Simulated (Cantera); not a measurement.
Input: 1 mol SiH₄, a varied amount of HCl, 4.4 mol H₂, equilibrated at 873 K and 9.50 mbar.

Method: chemical equilibrium by Gibbs-energy minimisation in Cantera with the NASA 1993 tables (ideal gas, pure condensed phases). Candidate condensed phases: Si; 19 gas species. The tables' values for SiCl₃ are old estimates; treat these amounts as uncertain. Kinetics and transport are ignored.

x: gas mole fraction; n: condensed amount in mol.

```json
[
 {"n(HCl) (mol)": "0.027", "x H₂": "0.997", "x SiCl₄": "0.000249", "x HCl": "0.00251", "x SiHCl₃": "0.000212", "x SiH₂Cl₂": "___", "x SiCl₃": "5.81e-6", "n Si(s)": "0.997"},
 {"n(HCl) (mol)": "0.038", "x H₂": "0.996", "x SiCl₄": "0.000466", "x HCl": "0.00293", "x SiHCl₃": "0.000339", "x SiH₂Cl₂": "___", "x SiCl₃": "9.31e-6", "n Si(s)": "0.995"},
 {"n(HCl) (mol)": "0.055", "x H₂": "0.995", "x SiCl₄": "0.000850", "x HCl": "0.00340", "x SiHCl₃": "0.000532", "x SiH₂Cl₂": "___", "x SiCl₃": "1.46e-5", "n Si(s)": "0.991"},
 {"n(HCl) (mol)": "0.077", "x H₂": "0.994", "x SiCl₄": "0.00139", "x HCl": "0.00385", "x SiHCl₃": "0.000770", "x SiH₂Cl₂": "___", "x SiCl₃": "2.12e-5", "n Si(s)": "0.986"},
 {"n(HCl) (mol)": "0.11", "x H₂": "0.992", "x SiCl₄": "0.00226", "x HCl": "0.00434", "x SiHCl₃": "0.00111", "x SiH₂Cl₂": "___", "x SiCl₃": "3.05e-5", "n Si(s)": "0.977"},
 {"n(HCl) (mol)": "0.16", "x H₂": "0.990", "x SiCl₄": "0.00364", "x HCl": "0.00489", "x SiHCl₃": "0.00158", "x SiH₂Cl₂": "___", "x SiCl₃": "4.35e-5", "n Si(s)": "0.965"},
 {"n(HCl) (mol)": "0.22", "x H₂": "0.987", "x SiCl₄": "0.00535", "x HCl": "0.00537", "x SiHCl₃": "0.00211", "x SiH₂Cl₂": "___", "x SiCl₃": "5.81e-5", "n Si(s)": "0.950"},
 {"n(HCl) (mol)": "0.31", "x H₂": "0.983", "x SiCl₄": "0.00795", "x HCl": "0.00592", "x SiHCl₃": "0.00283", "x SiH₂Cl₂": "___", "x SiCl₃": "7.81e-5", "n Si(s)": "0.927"}
]
```

### Question
Fill in the missing entries.

### Answer

- 0.027, x SiH₂Cl₂: 1.65e-5
- 0.038, x SiH₂Cl₂: 2.25e-5
- 0.055, x SiH₂Cl₂: 3.04e-5
- 0.077, x SiH₂Cl₂: 3.88e-5
- 0.11, x SiH₂Cl₂: 4.94e-5
- 0.16, x SiH₂Cl₂: 6.25e-5
- 0.22, x SiH₂Cl₂: 7.55e-5
- 0.31, x SiH₂Cl₂: 9.17e-5
